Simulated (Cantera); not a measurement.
Feed: 1 mol SiH₂Cl₂, 0.0081 mol Cl₂, 3.6 mol N₂, a varied amount of HCl, held at 1750 K and 35.0 mbar.

Method: chemical equilibrium by Gibbs-energy minimisation in Cantera with the NASA 1993 tables (ideal gas, pure condensed phases). Candidate condensed phases: NH₄Cl, Si, Si₃N₄; 28 gas species. The tables' values for SiCl₃, SiCl are old estimates; treat these amounts as uncertain. Kinetics and transport are ignored.

log p: log10 of the partial pressure in bar; n: condensed amount in mol.

```csv
n(HCl) (mol),log p N₂,log p HCl,log p H₂,log p SiCl₂,log p SiCl₃,n Si₃N₄(s)
0.072,-1.66,-2.37,-2.35,-2.37,-3.76,0.102
0.11,-1.66,-2.36,-2.34,-2.37,-3.76,0.0978
0.16,-1.67,-2.36,-2.34,-2.36,-3.75,0.0921
0.25,-1.67,-2.35,-2.33,-2.35,-3.74,___
0.37,-1.68,-2.34,-2.32,-2.34,-3.72,___
0.56,-1.69,-2.33,-2.30,-2.32,-3.70,___
0.84,-1.71,-2.31,-2.27,-2.30,-3.67,___
1.3,-1.74,-2.20,-2.28,-2.32,-3.57,0
1.9,-1.77,-2.07,-2.31,-2.37,-3.48,0
```

**Question.** What belongs in the gaps?

**Answer.** 
- 0.25, n Si₃N₄(s): 0.0818
- 0.37, n Si₃N₄(s): 0.0680
- 0.56, n Si₃N₄(s): 0.0462
- 0.84, n Si₃N₄(s): 0.0139
